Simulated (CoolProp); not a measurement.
Octamethylcyclotetrasiloxane (D4) along the isotherm 151.45 °C: Z from the reference equation and from simpler models built on Tc = 313.4 °C, pc = 1347 kPa, ω = 0.598; each cubic takes its own stable root.

Computed with CoolProp (reference Helmholtz-energy equation of state, Thol 2015).

```json
[
 {"p (kPa)": "10.7", "phase": "gas", "reference": "0.9907"},
 {"p (kPa)": "17.2", "phase": "gas", "reference": "0.9849"},
 {"p (kPa)": "27.8", "phase": "gas", "reference": "0.9754"},
 {"p (kPa)": "44.9", "phase": "gas", "reference": "0.9596"},
 {"p (kPa)": "72.6", "phase": "liquid", "reference": "0.007639"},
 {"p (kPa)": "117", "phase": "liquid", "reference": "0.01231"},
 {"p (kPa)": "189", "phase": "liquid", "reference": "0.01988"},
 {"p (kPa)": "306", "phase": "liquid", "reference": "0.03216"},
 {"p (kPa)": "494", "phase": "liquid", "reference": "0.05187"},
 {"p (kPa)": "799", "phase": "liquid", "reference": "0.08376"},
 {"p (kPa)": "1290", "phase": "liquid", "reference": "0.1349"},
 {"p (kPa)": "2080", "phase": "liquid", "reference": "0.2167"},
 {"p (kPa)": "3370", "phase": "liquid", "reference": "0.3491"}
]
```

### Question
How far does each simpler model (van der Waals, Redlich-Kwong, Soave-Redlich-Kwong, Peng-Robinson) lie from the reference over these 13 states: mean and median of the absolute difference, and the worst?

### Answer
- van der Waals: mean 2103.9 %, median 69.8 %, worst +12529.9 % at 151.45 °C and 72.6 kPa
- Redlich-Kwong: mean 1531.0 %, median 19.0 %, worst +12375.5 % at 151.45 °C and 72.6 kPa
- Soave-Redlich-Kwong: mean 6.8 %, median 9.6 %, worst +10.1 % at 151.45 °C and 72.6 kPa
- Peng-Robinson: mean 2.0 %, median 2.7 %, worst -3.4 % at 151.45 °C and 3370 kPa

At some of these states van der Waals, Redlich-Kwong gives the other phase, because its saturation line lies elsewhere.
